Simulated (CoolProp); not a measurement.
C2F6 (R116) at several states: density (kg/m³) from the reference equation and from simpler models built on Tc = 293.0 K, pc = 30.48 bar, ω = 0.257; each cubic takes its own stable root.

Model: reference Helmholtz-energy equation of state, Lemmon 2006, in CoolProp. It is a short technical equation, of lower accuracy than the large ones.

```json
[
 {"T (K)": "259", "p (bar)": "48.7", "phase": "liquid", "reference": "1316", "van der Waals": "889.7", "Redlich-Kwong": "1190", "Peng-Robinson": "1387"},
 {"T (K)": "198.4", "p (bar)": "31.1", "phase": "liquid", "reference": "?", "van der Waals": "1035", "Redlich-Kwong": "?", "Peng-Robinson": "?"},
 {"T (K)": "417.4", "p (bar)": "0.455", "phase": "gas", "reference": "1.812", "van der Waals": "1.813", "Redlich-Kwong": "1.813", "Peng-Robinson": "1.812"},
 {"T (K)": "351.1", "p (bar)": "3.54", "phase": "gas", "reference": "17.09", "van der Waals": "17.12", "Redlich-Kwong": "17.14", "Peng-Robinson": "17.16"},
 {"T (K)": "395.5", "p (bar)": "85.7", "phase": "supercritical", "reference": "?", "van der Waals": "541.3", "Redlich-Kwong": "512.0", "Peng-Robinson": "478.4"},
 {"T (K)": "254.7", "p (bar)": "40.2", "phase": "liquid", "reference": "1330", "van der Waals": "885.1", "Redlich-Kwong": "1197", "Peng-Robinson": "1403"}
]
```

Question: Some entries are withheld; supply them.

Answer: 
- 198.4, reference: 1604
- 198.4, Redlich-Kwong: 1490
- 198.4, Peng-Robinson: 1739
- 395.5, reference: 476.6
